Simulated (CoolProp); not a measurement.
Vapour-liquid equilibrium of R227EA (1) + isobutane (2) at 326 K; x and y are mole fractions of (1).

Model: multi-fluid Helmholtz-energy mixture model, Lemmon 2016 and Bücker 2006; pair parameters Bell 2016, in CoolProp.

```json
[
 {"x": "0.05", "bubble pressure (MPa)": "0.8363", "y at the bubble point": "0.141", "dew pressure at overall composition x (MPa)": "0.7681", "liquid density (mol/L)": "8.686"},
 {"x": "0.2", "bubble pressure (MPa)": "1.025", "y at the bubble point": "0.355", "dew pressure at overall composition x (MPa)": "0.8848", "liquid density (mol/L)": "8.278"},
 {"x": "0.35", "bubble pressure (MPa)": "1.115", "y at the bubble point": "0.463", "dew pressure at overall composition x (MPa)": "1.020", "liquid density (mol/L)": "7.930"},
 {"x": "0.5", "bubble pressure (MPa)": "1.156", "y at the bubble point": "0.546", "dew pressure at overall composition x (MPa)": "1.137", "liquid density (mol/L)": "7.662"},
 {"x": "0.65", "bubble pressure (MPa)": "1.164", "y at the bubble point": "0.634", "dew pressure at overall composition x (MPa)": "1.161", "liquid density (mol/L)": "7.487"},
 {"x": "0.8", "bubble pressure (MPa)": "1.130", "y at the bubble point": "0.747", "dew pressure at overall composition x (MPa)": "1.104", "liquid density (mol/L)": "7.400"},
 {"x": "0.95", "bubble pressure (MPa)": "1.035", "y at the bubble point": "0.919", "dew pressure at overall composition x (MPa)": "1.016", "liquid density (mol/L)": "7.383"}
]
```

y crosses x between x = 0.5 and 0.65: the model has an azeotrope there.

Pair parameters are fitted to limited data, so mixtures are less certain than the pure fluids.
